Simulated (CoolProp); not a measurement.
A single-stage vapour-compression cycle with 1,2-dichloroethane: evaporating at 318.15 K (dew point), condensing at 358.15 K (bubble point), superheat 0 K, subcooling 2 K, compressor efficiency 0.7, no pressure losses. Each further row changes one setting.

Values from CoolProp's reference Helmholtz-energy equation of state, Thol 2015.

```
case                              cooling COP  pressure ratio  discharge temperature (K)  refrigerating effect (kJ/kg)  volumetric capacity (kJ/m³)
--------------------------------  -----------  --------------  -------------------------  ----------------------------  ---------------------------
as stated                                5.10            4.17                      385.6                           294                          283
evaporating temperature 323.15 K         6.00            3.41                      381.4                           298                          346
condensing temperature 353.15 K          5.91            3.56                      377.9                           300                          289
subcooling 7 K                           5.22            4.17                      385.6                           300                          289
superheat 10 K                           5.09            4.17                      396.8                           302                          282
compressor efficiency 0.6                4.38            4.17                      395.9                           294                          283
```
